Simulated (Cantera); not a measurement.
Input: 1 mol SiH2Cl2, 1.4 mol H2O, 73 mol N2, 2.1 mol O2, equilibrated at 1250 °C and 0.0133 bar.

Cantera equilibrium calculation (NASA polynomials, part measured and part estimated; ideal gas, pure solids and liquids). The tables hold silica as quartz up to 1696 K and as liquid above; real silica turns to tridymite and cristobalite and melts near 1996 K. Kinetics and transport are ignored.

```csv
species,before,after
N2,0.941,0.942
HCl,0.0238,0.0248
H2O,0.0190,0.0185
Cl,0.00200,0.000724
O2,0.0135,0.0138
Cl2,1.15e-5,0.000113
OH,6.16e-5,2.07e-5
NO,0.000378,0.000382
"SiO2(β-quartz), mol",1.00,1.00
```
Gas species are given as mole fractions.

Which change was made?
A. pressure from 0.0133 bar to 1.00 bar
B. temperature from 1250 °C to 1502 °C
C. pressure from 0.0133 bar to 0.00290 bar
D. temperature from 1250 °C to 1875 °C

A, pressure from 0.0133 bar to 1.00 bar. Gases not in the tables: Si(OH)4
